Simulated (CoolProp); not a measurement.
Nitrous oxide along the isotherm 226.85 °C: fugacity coefficient from the reference equation and from simpler models built on Tc = 36.4 °C, pc = 7245 kPa, ω = 0.161; each cubic takes its own stable root.

Computed with CoolProp (reference Helmholtz-energy equation of state, Lemmon 2006). It is a short technical equation, of lower accuracy than the large ones.

```csv
p (kPa),phase,reference
2790,gas,0.9767
5570,gas,0.9546
8360,supercritical,0.9336
11100,supercritical,0.9141
13900,supercritical,0.8954
16700,supercritical,0.8780
19500,supercritical,0.8619
22300,supercritical,0.8473
25100,supercritical,0.8341
27900,supercritical,0.8224
30700,supercritical,0.8121
33400,supercritical,0.8035
36200,supercritical,0.7959
```

### Question
How far does each simpler model (van der Waals, Redlich-Kwong, Soave-Redlich-Kwong, Peng-Robinson) lie from the reference over these 13 states: mean and median of the absolute difference, and the worst?

### Answer
- van der Waals: mean 6.2 %, median 6.8 %, worst -9.8 % at 226.85 °C and 36200 kPa
- Redlich-Kwong: mean 2.6 %, median 2.9 %, worst -3.9 % at 226.85 °C and 36200 kPa
- Soave-Redlich-Kwong: mean 3.8 %, median 3.7 %, worst +7.5 % at 226.85 °C and 36200 kPa
- Peng-Robinson: mean 0.9 %, median 1.0 %, worst -1.2 % at 226.85 °C and 16700 kPa
